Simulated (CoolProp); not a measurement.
Vapour-liquid equilibrium of dimethyl carbonate (1) + n-nonane (2) at 167.85 °C; x and y are mole fractions of (1).

Computed with CoolProp (multi-fluid Helmholtz-energy mixture model, Zhou 2011 and Lemmon 2006; pair parameters Bell 2016).

Give the bubble pressure and the first vapour's composition at x = 0.35, 0.65, 0.8. Is there an azeotrope?

x = 0.35: 4.957 bar, y = 0.749; x = 0.65: 6.315 bar, y = 0.852; x = 0.8: 6.786 bar, y = 0.898. No azeotrope shows between x = 0.05 and 0.95.

Pair parameters are fitted to limited data, so mixtures are less certain than the pure fluids.
